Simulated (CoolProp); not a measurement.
A closed Brayton cycle with dry air: compressor inlet 306.15 K and 7.6 MPa, high pressure 17.6 MPa, turbine inlet 620 K, compressor efficiency 0.8, turbine efficiency 0.9, recuperator effectiveness 0 (on enthalpy, no pinch check). Each further row changes one setting.

Model: reference Helmholtz-energy equation of state, Lemmon 2000, in CoolProp. It is a pseudo-pure fit of the blend.

```csv
case,thermal efficiency (%),net work (kJ/kg),compressor to turbine work,compressor exit (K),turbine exit (K)
as stated,…,18.6,0.85,410.6,503.5
turbine inlet 570 K,4.7,…,…,410.6,…
compressor inlet 316.15 K,6.8,14.7,…,423.9,503.5
high pressure 15 MPa,7.7,…,0.81,388.7,523.9
recuperator effectiveness 0.5,10.2,18.6,0.85,410.6,503.5
```

Question: Complete the blanks.

Answer: 
- as stated, thermal efficiency (%): 8.0
- turbine inlet 570 K, net work (kJ/kg): 8.20
- turbine inlet 570 K, compressor to turbine work: 0.93
- turbine inlet 570 K, turbine exit (K): 461.6
- compressor inlet 316.15 K, compressor to turbine work: 0.88
- high pressure 15 MPa, net work (kJ/kg): 19.5
